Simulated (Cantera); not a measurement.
Feed: 1 mol FeCl₃, 0.22 mol H₂, 0.74 mol N₂, equilibrated at 1248.15 K and 1.80 Torr.

These are equilibrium values from Cantera (NASA tables, ideal gas, pure condensed phases), not measurements of a reactor. Candidate condensed phases: Fe, FeCl₂, FeCl₃, NH₄Cl; 18 gas species. Rates play no part.

Q: What is the equilibrium state?

A: 
| Quantity | Result |
|---|---|
| x(FeCl₂) | 0.336 |
| x(N₂) | 0.307 |
| x(HCl) | 0.183 |
| x(FeCl₃) | 0.0793 |
| x(Cl₂) | 0.0578 |
| x(Cl) | 0.0376 |
| x(Fe₂Cl₄) | 0.000103 |
| x(Fe₂Cl₆) | 1.20e-6 |
| gas amount | 2.410 mol |
| log10 activity of FeCl₂(l) (absent) | -2.82 |
| log10 activity of Fe(γ) (absent) | -7.43 |
